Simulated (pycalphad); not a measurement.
Computed with pycalphad from the COST 507 light-alloy database (1999), at 1 atm. The database dates from 1999; later assessments differ in places, in temperatures and in the compounds included. Phase fractions are per mole of atoms.

Question: Give the equilibrium state of Al-6.68Si-0.73Mg (at.%) at 570 K.

Answer: 
```
T = 570.00 K, P = 101325 Pa, N = 1 mol of atoms
G = -18470 J/mol, H = 6839 J/mol, S = 44.40 J/(mol K)  (SER reference)
chemical potentials (J/mol): Al -18619, Si -12833, Mg -51200
phase             fraction      x(Al)      x(Si)      x(Mg)
FCC_A1              0.9268     0.9991   0.000541   0.000391
DIAMOND_A4          0.0628   3.46e-10     1.0000       none
MG2SI               0.0104       none     0.3333     0.6667
```

Question: Give the equilibrium state of Al-6.68Si-0.73Mg (at.%) at 850 K.

Answer: liquid, fraction 0.515, with 11.7 Si, 1.2 Mg at.%; fcc, fraction 0.485, with 1.4 Si, 0.19 Mg at.%.

Database names, with the compositions (at.%) that they take in these runs: MG2SI: Mg 67 Si 33. FCC_A1 is fcc; DIAMOND_A4 is diamond (Si). An entry "none" or "no" means that the model of the phase leaves that element out.
